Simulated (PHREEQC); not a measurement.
**Acid rinse or clean with nickel, zinc or cadmium bath: speciation**

Solution A (0.039 mol/kgw H2SO4, 0.0016 mol/kgw NiCl2 and 0.00025 mol/kgw CuCl2) is mixed with solution B (0.17 mol/kgw NiCl2 and 7e-05 mol/kgw Na2SO4) at 25 °C; shares are by mass of water, 1 kg in all. Oxygen is held at 0.21 atm. No CO2 enters from the air. The run lets Cu(OH)2, Brochantite, Antlerite, Atacamite, Ni(OH)2, Ni4(OH)6SO4, Halite, Mirabilite, Chalcanthite, Morenosite precipitate or redissolve, and no other solid.

Equilibrium calculation in PHREEQC: ion-association model, wateq4f.dat.

**Question.** Predict Ni+2 (mol/kgw) at share of solution B = 0.3, 0.4.

**Answer.** 
| share of solution B | Ni+2 (mol/kgw) |
|---|---|
| 0.3 | 0.0417 |
| 0.4 | 0.0556 |
